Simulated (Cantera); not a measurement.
# Equilibrium for nitride etching: Si3N4 + O2 + N2

Feed: 1 mol Si3N4, 0.38 mol O2, 6.1 mol N2, held at 10.0 mbar.

Method: chemical equilibrium by Gibbs-energy minimisation in Cantera with the NASA 1993 tables (ideal gas, pure condensed phases). Candidate condensed phases: Si, SiO2, Si2N2O, Si3N4; 16 gas species. Mutual solubility and eutectic melting of coexisting phases are not modelled. The tables' values for SiN are old estimates; treat these amounts as uncertain. The numbers say what is thermodynamically allowed, not how fast it happens.

From 1725 K to 1800 K the condensed part is Si2N2O(s) + Si3N4(s). At 1825 K the condensed part is Si(l) + Si2N2O(s). From 1850 K to 1875 K the condensed part is Si(l). The main Si-bearing gas is SiO throughout.

```
T (K)  log p N2  log p SiO  log p Si  log p Si2N  n Si2N2O(s)  n Si3N4(s)  n Si(l)
-----  --------  ---------  --------  ----------  -----------  ----------  -------
1725      -2.00      -4.22     -6.40       -7.82        0.722       0.506        0
1750      -2.00      -3.98     -6.10       -7.44        0.692       0.516        0
1775      -2.01      -3.73     -5.81       -7.07        0.640       0.533        0
1800      -2.01      -3.50     -5.53       -6.71        0.549       0.563        0
1825      -2.03      -3.16     -5.34       -6.55        0.178           0     2.06
1850      -2.04      -3.07     -5.19       -6.44            0           0     2.23
1875      -2.04      -3.07     -5.04       -6.34            0           0     2.23
```
log p: log10 of the partial pressure in bar; n: condensed amount in mol.
